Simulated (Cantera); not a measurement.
Equilibrium for fluorocarbon and chlorocarbon gases: CH₂F₂ + HCl + H₂ + CH₄

Charge: 1 mol CH₂F₂, 2 mol HCl, 0.89 mol H₂, 0.45 mol CH₄, held at 1427 °C and 0.0563 Torr.

Method: chemical equilibrium by Gibbs-energy minimisation in Cantera with the NASA 1993 tables (ideal gas, pure condensed phases). Candidate condensed phases: C, C₆H₆, C₇H₈, C₈H₁₈; 118 gas species. Kinetics and transport are ignored.

```
Item                     Value
-------------------  ---------
x(HF)                    0.342
x(HCl)                   0.334
x(H₂)                    0.306
x(H)                   0.00941
x(Cl)                  0.00800
x(C₂H₂ (acetylene))    2.24e-5
x(F)                   1.03e-6
n(C(graphite))        1.45 mol
gas amount           5.841 mol
```
